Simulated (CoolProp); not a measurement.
The numbers come from the reference Helmholtz-energy equation of state, Lemmon 2016 in CoolProp.

### Question
Give the vapour pressure (bar), vapour density (kg/m³), enthalpy of vaporisation (kJ/kg), surface tension (mN/m) of saturated R227EA at 336.6 K.

### Answer
```json
[
 {"T (K)": "336.6", "p (bar)": "12.8", "vapour density (kg/m³)": "109", "enthalpy of vaporisation (kJ/kg)": "84.9", "surface tension (mN/m)": "2.95"}
]
```

Surface tension comes from a separate correlation (Mulero 2012).
